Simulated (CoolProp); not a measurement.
Vapour-liquid equilibrium of R134a (1) + dimethyl ether (2) at 1.14 MPa; x and y are mole fractions of (1).

The numbers come from the multi-fluid Helmholtz-energy mixture model, Tillner-Roth 1994 and Wu 2011; pair parameters Bell 2016 in CoolProp.

```csv
x,"bubble temperature, mixture model (K)","bubble temperature, Raoult's law (K)","y, mixture model","y, Raoult's law"
0.05,323.3,322.7,0.046,0.057
0.15,323.6,322.1,0.146,0.169
0.25,323.6,321.5,0.254,0.277
0.35,323.4,320.9,0.365,0.382
0.45,322.9,320.4,0.476,0.485
0.55,322.1,319.8,0.585,0.584
0.65,321.3,319.3,0.689,0.681
0.75,320.3,318.7,0.786,0.775
0.85,319.2,318.2,0.876,0.867
0.95,318.1,317.7,0.960,0.956
```

The largest gap from Raoult's law is +2.5 K in bubble temperature, at x = 0.45. y crosses x between x = 0.15 and 0.25: the model has an azeotrope there.

Pair parameters are fitted to limited data, so mixtures are less certain than the pure fluids.
